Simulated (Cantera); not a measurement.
Feed: 1 mol SiH₂Cl₂, 2.5 mol HCl, 87 mol H₂, equilibrated at 160000 Pa.

Cantera equilibrium calculation (NASA polynomials, part measured and part estimated; ideal gas, pure solids and liquids). Candidate condensed phases: Si; 19 gas species. Equilibrium is a limit: real reactors are often held back by kinetics, nucleation or transport.

Over these rows the condensed part is Si(s). Partial pressures as log10 of bar:

| T (K) | 1000/T (1/K) | log p SiCl₄ | log p H₂ | log p HCl |
|---|---|---|---|---|
| 1173 | 0.8525 | -2.25 | 0.19 | -1.59 |
| 1248 | 0.8013 | -2.41 | 0.19 | -1.45 |
| 1323 | 0.7559 | -2.65 | 0.19 | -1.34 |
| 1398 | 0.7153 | -2.98 | 0.19 | -1.28 |
| 1473 | 0.6789 | ? | 0.19 | -1.24 |
| 1548 | 0.6460 | -3.79 | 0.19 | -1.23 |

Q: Fit log p(SiCl₄) = a + b·(1000/T) to the five rows, give the apparent enthalpy, and predict the row at 1473 K.

A: Means: 1000/T = 0.7542, log p = -2.816. Sxy = 0.186809, Sxx = 0.0251046, so b = 7.44 and a = -2.816 − (7.44)×0.7542 = -8.43.
Apparent enthalpy: −19.145 × (7.44) = -142 kJ/mol. With the condensed phases at unit activity, Si(s) + 4 HCl(g) = SiCl₄(g) + 2 H₂(g) links this pressure to the main gases: over the six rows their terms move log p by +1.44 in all, so the slope isn't that reaction's ΔH° alone. The five rows lie within 0.17 of the line; that is curvature, so one enthalpy describes this range poorly.
Prediction at 1473 K: -8.43 + (7.44)×0.6789 = -3.38. The computed value is -3.37, 0.01 from the line.
